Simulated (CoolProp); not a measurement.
Vapour-liquid equilibrium of propylene (1) + 1-butene (2) at 305.2 K; x and y are mole fractions of (1).

The numbers come from the multi-fluid Helmholtz-energy mixture model, Lemmon 2013 and Lemmon 2005; pair parameters Bell 2016 in CoolProp.

Problem. Give the bubble pressure and the first vapour's composition at x = 0.2, 0.65, 0.8. Is there an azeotrope?

Solution. x = 0.2: 5.479 bar, y = 0.436; x = 0.65: 9.868 bar, y = 0.843; x = 0.8: 11.45 bar, y = 0.918. No azeotrope shows between x = 0.05 and 0.95.

The pair parameters rest on a limited set of measurements; away from them the model extrapolates.
